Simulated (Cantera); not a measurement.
Feed: 1 mol SiH4, 0.017 mol C2H2, 1300 mol H2, equilibrated at 0.0133 bar.

Method: chemical equilibrium by Gibbs-energy minimisation in Cantera with the NASA 1993 tables (ideal gas, pure condensed phases). Candidate condensed phases: C, C6H6, C7H8, C8H18, Si, SiC; 87 gas species. Mutual solubility and eutectic melting of coexisting phases are not modelled. Gases not in the tables: Si2H6 and higher silanes. Kinetics and transport are ignored.

What share of the Si ends up in condensed phases as a function of T (K), at 1523, 1623, 1723, 1823, 1923, 2023, 2123, 2223, 2323, 2423, 2523, 2623?


```csv
T (K),Si condensed (%),as
1523,99.5,Si(s) + SiC(s)
1623,97.3,Si(s) + SiC(s)
1723,86.3,Si(l) + SiC(s)
1823,45.0,Si(l) + SiC(s)
1923,0.9,SiC(s)
2023,0.0,-
2123,0.0,-
2223,0.0,-
2323,0.0,-
2423,0.0,-
2523,0.0,-
2623,0.0,-
```
